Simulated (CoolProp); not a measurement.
Saturation properties of R141b.

Model: reference Helmholtz-energy equation of state, Lemmon 2006, in CoolProp. It is a short technical equation, of lower accuracy than the large ones.

| T (K) | p (kPa) | vapour Z | surface tension (mN/m) | liquid viscosity (µPa s) | liquid conductivity (mW/(m K)) |
|---|---|---|---|---|---|
| 226.2 | 1.925 | 0.9975 | 27.4 | 1140 | 112 |
| 228.5 | 2.263 | 0.9971 | 27.1 | 1090 | 111 |
| 230.8 | 2.652 | 0.9968 | 26.8 | 1040 | 110 |
| 233 | 3.075 | 0.9965 | 26.5 | 1000 | 110 |
| 235.3 | 3.577 | 0.9961 | 26.2 | 964 | 109 |
| 237.6 | 4.146 | 0.9956 | 25.9 | 927 | 108 |
| 239.9 | 4.790 | 0.9952 | 25.6 | 893 | 108 |
| 242.2 | 5.515 | 0.9947 | 25.3 | 860 | 107 |
| 244.5 | 6.331 | 0.9941 | 25.0 | 829 | 106 |
| 246.8 | 7.246 | 0.9936 | 24.7 | 799 | 106 |
| 249.1 | 8.267 | 0.9930 | 24.4 | 772 | 105 |
| 251.3 | 9.354 | 0.9923 | 24.1 | 746 | 104 |

It boils at 305.2 K under 1 atm.

Viscosity comes from a separate model (Huber 2003), an estimate that may be off by 10 % or more. Thermal conductivity comes from a separate model (Huber 2003), an estimate that may be off by 10 % or more. Surface tension comes from a separate correlation (Mulero 2012).
